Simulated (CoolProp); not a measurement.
Vapour-liquid equilibrium of benzene (1) + n-dodecane (2) at 0.0266 MPa; x and y are mole fractions of (1).

Values from CoolProp's multi-fluid Helmholtz-energy mixture model, Thol 2012 and Lemmon 2004; pair parameters Bell 2016.

```
x     bubble temperature (°C)  y at the bubble point  dew temperature at overall composition x (°C)  liquid density (mol/L)
----  -----------------------  ---------------------  ---------------------------------------------  ----------------------
0.05                    138.1                  0.639                                          165.5                   4.007
0.2                      88.9                  0.964                                          160.2                   4.706
0.35                     68.7                  0.991                                          154.1                   5.392
0.5                      58.3                  0.996                                          146.7                   6.183
0.65                     52.0                  0.998                                          137.3                   7.161
0.8                      47.4                  0.999                                          123.6                   8.439
0.95                     43.4                  1.000                                           94.9                   10.20
```

No azeotrope shows between x = 0.05 and 0.95.

Pair parameters are fitted to limited data, so mixtures are less certain than the pure fluids. The gap from Raoult's law changes sign with composition, which may be real or a fault of the pair parameters; it wasn't checked against measurements.
